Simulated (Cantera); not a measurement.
Input (Python, Cantera) and output of one run.

```python
import numpy as np
import cantera as ct

gas_names = """
    CL CLO CL2 H HCL HOCL HO2 H2 H2O H2O2 Mg MgCL MgCL2 MgH MgO MgOH MgO2H2 Mg2 O OH O2 O3
""".split()
cond_names = """
    H2O(s) H2O(L) Mg(cr) Mg(L) MgCL2(s) MgCL2(L) MgO(s) MgO(L) MgO2H2(s)
""".split()


# ... load() reads the species with a 1 bar reference pressure and builds the phases ...
atoms = {
    'MgO': {'Mg': 1, 'O': 1},
    'HCl': {'H': 1, 'CL': 1},
    'O2': {'O': 2},
}
top_T = {}  # K; cautious upper limits of use, not melting points


# ... equilibrate(T, P, feed) seeds the gas with the atoms and calls Mixture.equilibrate('TP', solver="vcs", rtol=1e-11, max_steps=5000) ...
results = []
feed = {'MgO': 1, 'HCl': 85, 'O2': 2.3}  # mol
T = 1373  # K
P = 13332.2  # Pa
mix = equilibrate(T, P, feed)
results.append((T, P, feed, dict(zip(mix.species_names, mix.species_moles))))
print(gas.report(threshold=1e-05))
for i in range(1, mix.n_phases):
    print(f"{mix.phase(i).name:16s} {mix.phase_moles(i):12.5e} mol")
```

Output:

```
       temperature   1373 K
          pressure   13332 Pa
           density   0.043496 kg/m^3
  mean mol. weight   37.243 kg/kmol
   phase of matter   gas

                          1 kg             1 kmol
                     ---------------   ---------------
          enthalpy       -1.6841e+06       -6.2723e+07  J
   internal energy       -1.9907e+06       -7.4139e+07  J
           entropy            6912.2        2.5743e+05  J/K
    Gibbs function       -1.1175e+07       -4.1618e+08  J
 heat capacity c_p            924.53             34433  J/K
 heat capacity c_v            701.28             26118  J/K

                      mass frac. Y      mole frac. X     chem. pot. / RT
                     ---------------   ---------------   ---------------
                CL          0.010271           0.01079           -17.796
               CLO        1.5356e-05        1.1116e-05           -34.895
               CL2          0.055904          0.029366           -35.593
               HCL           0.87378            0.8926           -35.356
               H2O          0.022421          0.046352           -52.217
             MgCL2          0.029633          0.011592           -79.534
                OH        5.5133e-06        1.2073e-05           -34.658
                O2         0.0079606         0.0092655           -34.196
     [  +14 minor]         1.249e-05        9.3631e-06

Mg(L)             0.00000e+00 mol
MgCL2(L)          0.00000e+00 mol
MgO(s)            0.00000e+00 mol
```

Cantera equilibrium calculation (NASA polynomials, part measured and part estimated; ideal gas, pure solids and liquids).
